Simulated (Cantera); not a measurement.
A closed system holds: 1 mol AlN, 0.56 mol Cl₂, held at 798 K and 100000 Pa.

Cantera equilibrium calculation (NASA polynomials, part measured and part estimated; ideal gas, pure solids and liquids). Candidate condensed phases: Al, AlCl₃, AlN; 11 gas species. Equilibrium is a limit: real reactors are often held back by kinetics, nucleation or transport.

Base state: N₂ 0.429, AlCl₃ 0.286, Al₂Cl₆ 0.286 (mole fractions); condensed: AlN(s).

**Question.** What changes in the equilibrium state with this change: temperature from 798 K to 1600 K?

**Answer.** 
```json
[
 {"species": "AlCl₃", "before": "0.286", "after": "0.650"},
 {"species": "N₂", "before": "0.429", "after": "0.333"},
 {"species": "AlCl₂", "before": "1.01e-9", "after": "0.0145"},
 {"species": "Al₂Cl₆", "before": "0.286", "after": "0.000283"},
 {"species": "AlCl", "before": "<1e-9", "after": "0.00176"},
 {"species": "Cl", "before": "<1e-9", "after": "1.15e-5"},
 {"species": "AlN(s), mol", "before": "0.627", "after": "0.623"}
]
```
The tables' values for AlCl₂ are old estimates; treat these amounts as uncertain.

**Question.** What changes in the equilibrium state with this change: pressure from 100000 Pa to 1600 Pa?

**Answer.** 
| species | before | after |
|---|---|---|
| AlCl₃ | 0.286 | 0.636 |
| N₂ | 0.429 | 0.341 |
| Al₂Cl₆ | 0.286 | 0.0226 |
| AlN(s), mol | 0.627 | 0.627 |
